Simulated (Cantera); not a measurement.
# Gas activation for diamond growth

An isothermal, constant-pressure homogeneous reactor starts with 0.457 % CH₄, 99.3 % H₂, 0.278 % O₂, equivalence ratio 180, at 2748 K and 0.0543 atm.

Detailed kinetics in Cantera: GRI-Mech 3.0 (53 species, 325 reactions).

```
t (s)        x CH₄   x H₂     x O₂    x C₂H₆     x HCO    x C₂H₄
--------  --------  -----  -------  --------  --------  --------
1.00e-6    0.00453  0.993  0.00278  1.22e-11  1.35e-11  4.77e-11
5.93e-6    0.00445  0.992  0.00276   1.05e-9  3.97e-10   6.60e-9
3.51e-5    0.00421  0.989  0.00247   1.14e-8   2.81e-8   2.72e-7
0.000208   0.00308  0.969  8.25e-5   6.75e-8   5.62e-8   4.95e-6
0.00123   0.000565  0.937  6.20e-9   5.91e-9   7.31e-8   1.33e-6
0.00730    4.78e-5  0.890  8.82e-9  6.87e-11   2.42e-8   9.45e-8
0.0433     3.28e-8  0.781  4.34e-9    <1e-12   6.48e-9  1.44e-11
0.256     8.89e-12  0.744  6.32e-9    <1e-12   5.57e-9    <1e-12
1.52      8.89e-12  0.744  6.32e-9    <1e-12   5.57e-9    <1e-12
9.00      8.89e-12  0.744  6.32e-9    <1e-12   5.57e-9    <1e-12
```
x: mole fraction; the columns are a selection and need not sum to one.

Equilibrium at this temperature and pressure: CH₄ 9.15e-12, H₂ 0.744, O₂ 6.32e-9, C₂H₆ <1e-12, HCO 5.57e-9, C₂H₄ <1e-12 (gas phase only).
